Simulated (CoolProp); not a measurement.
The numbers come from the reference Helmholtz-energy equation of state, Lemmon 2013 in CoolProp.

Problem. For propylene, give the phase and the viscosity (µPa s) at 260.55 °C and 0.949 MPa; 260.55 °C and 3.8 MPa; 260.55 °C and 5.69 MPa.

Solution. 
- 260.55 °C and 0.949 MPa: gas; viscosity 15.2
- 260.55 °C and 3.8 MPa: gas; viscosity 16.5
- 260.55 °C and 5.69 MPa: supercritical; viscosity 17.7

Viscosity comes from a separate model (Huber 2003), an estimate that may be off by 10 % or more.
